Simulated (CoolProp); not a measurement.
Saturation properties of C2F6 (R116).

Values from CoolProp's reference Helmholtz-energy equation of state, Lemmon 2006. It is a short technical equation, of lower accuracy than the large ones.

| T (K) | p (MPa) | vapour density (kg/m³) | enthalpy of vaporisation (kJ/kg) | liquid cp (kJ/(kg K)) | surface tension (mN/m) |
|---|---|---|---|---|---|
| 205.8 | 0.1744 | 15.06 | 112.2 | 0.9703 | 9.60 |
| 211.9 | 0.2308 | 19.67 | 109.2 | [?] | 8.79 |
| 218 | 0.3002 | 25.31 | 106.1 | 1.008 | 7.99 |
| 224 | [?] | 32.05 | 102.9 | 1.029 | 7.21 |
| 230.1 | [?] | 40.32 | [?] | 1.052 | [?] |
| 236.2 | 0.6022 | 50.27 | 95.66 | 1.079 | 5.68 |
| 242.2 | 0.7391 | 62.02 | 91.68 | 1.110 | 4.95 |
| 248.3 | 0.9008 | [?] | 87.28 | 1.146 | 4.23 |
| 254.4 | 1.087 | [?] | 82.46 | 1.190 | 3.53 |
| 260.4 | 1.297 | 114.4 | 77.19 | 1.245 | 2.86 |
| 266.5 | [?] | 140.5 | 71.16 | 1.321 | 2.21 |
| 272.5 | 1.813 | 173.0 | 64.31 | 1.432 | 1.60 |
| 278.6 | 2.125 | 216.7 | 55.97 | 1.625 | 1.03 |

Q: Fill in the missing entries.

A: 
- 211.9, liquid cp (kJ/(kg K)): 0.9883
- 224, p (MPa): 0.3829
- 230.1, p (MPa): 0.4833
- 230.1, enthalpy of vaporisation (kJ/kg): 99.41
- 230.1, surface tension (mN/m): 6.44
- 248.3, vapour density (kg/m³): 76.36
- 254.4, vapour density (kg/m³): 93.69
- 266.5, p (MPa): 1.541

It boils at 195.1 K under 1 atm.

Surface tension comes from a separate correlation (Mulero 2012).
